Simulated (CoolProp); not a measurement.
Properties of R124 along the isobar 0.553 MPa (Tc = 395.4 K, pc = 3.624 MPa, ω = 0.288).

Values from CoolProp's reference Helmholtz-energy equation of state, de Vries 1995.

| T (K) | phase | density (kg/m³) | isothermal compressibility (1/MPa) | expansivity (1/kK) | conductivity (mW/(m K)) |
|---|---|---|---|---|---|
| 388.3 | gas | 24.83 | 1.926 | 3.161 | 21.0 |
| 397.4 | gas | 24.14 | 1.915 | 3.037 | 21.8 |
| 406.4 | gas | 23.50 | 1.906 | 2.927 | 22.7 |
| 415.5 | gas | 22.89 | 1.897 | 2.825 | 23.5 |
| 424.6 | gas | 22.32 | 1.890 | 2.732 | 24.4 |
| 433.7 | gas | 21.78 | 1.883 | 2.646 | 25.3 |
| 442.8 | gas | 21.27 | 1.877 | 2.567 | 26.2 |
| 451.8 | gas | 20.79 | 1.872 | 2.494 | 27.2 |
| 460.9 | gas | 20.33 | 1.867 | 2.426 | 28.1 |
| 470 | gas | 19.89 | 1.863 | 2.362 | 29.1 |

Thermal conductivity comes from a separate model (Huber 2003), an estimate that may be off by 10 % or more.
